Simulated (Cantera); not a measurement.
Moist CO burnout

A perfectly stirred reactor is fed with CO : O2 : H2O : N2 = 0.0041 : 0.064 : 0.00018 : 1 (molar parts), equivalence ratio 0.032, at 97.5 Torr; it is held at 1450 K, and followed from long to short residence time.

Cantera simulation using GRI-Mech 3.0 (53 species, 325 reactions); the numbers are that mechanism's predictions, not measurements.

```tsv
τ (s)	x CO	x O2	x H2O	x NO2	x OH	x O
2.5	0.000136	0.0580	0.000150	4.58e-9	3.32e-5	0.000279
0.95	0.000261	0.0580	0.000143	2.87e-9	4.31e-5	0.000497
0.35	0.000511	0.0579	0.000133	1.64e-9	5.38e-5	0.000841
0.13	0.000983	0.0579	0.000123	8.15e-10	6.19e-5	0.00122
0.049	0.00179	0.0582	0.000122	2.95e-10	6.21e-5	0.00130
0.018	0.00289	0.0590	0.000137	4.36e-11	4.73e-5	0.000772
0.0068	0.00372	0.0598	0.000162	<1e-12	1.21e-5	0.000106
0.0025	0.00384	0.0599	0.000168	<1e-12	8.60e-9	1.23e-7
0.00094	0.00384	0.0599	0.000168	<1e-12	1.06e-9	3.73e-8
0.00035	0.00384	0.0599	0.000168	<1e-12	1.67e-10	1.36e-8
0.00013	0.00384	0.0599	0.000168	<1e-12	3.12e-11	5.03e-9
```
x: mole fraction; the columns are a selection and need not sum to one.
